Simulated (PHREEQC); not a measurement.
Dissolve 0.00099 mol LiF, 0.093 mol ZnSO4 and 0.017 mol NaBr per kg of water at 25 °C. Closed to the air; pH follows from the charge balance.

The numbers come from PHREEQC with the ion-association model, phreeqc.dat.

This is a speciation only: nothing precipitates in the calculation.

**Question.** What pH, ionic strength does the model give?

**Answer.** pH 5.61; ionic strength 0.210 mol/kgw.

**Question.** In which forms is F present?

**Answer.** F- 84 %, ZnF+ 16 % of the F.

Species that the database lacks are ignored.
